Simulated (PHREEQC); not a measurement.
A solution holds 0.004 mol NH4HS, 0.00019 mol NaHCO3 and 0.023 mol MnCl2 per kg of water, at 53 °C. Closed to the air; pH follows from the charge balance.

Model: ion-association model, wateq4f.dat, run in PHREEQC.

Precipitation was switched off in this run.

Question: Order these C species by the share of C that they hold, largest first: HCO3-, CO3-2, CO2, MnCO3, MnHCO3+.

Answer: MnCO3 (38 %), HCO3- (33 %), MnHCO3+ (27 %), CO2 (1.7 %), CO3-2 (0.13 %)

The pH is 7.46 and the ionic strength 0.0692 mol/kgw. Examples of supersaturated solids here: Rhodochrosite. Others may be too. Complexes and solids missing from the database can't appear. Away from 25 °C the constants follow the database's enthalpies or fits; those with neither stay at their 25 °C values. The polysulfide entries of wateq4f.dat were taken out for this run.
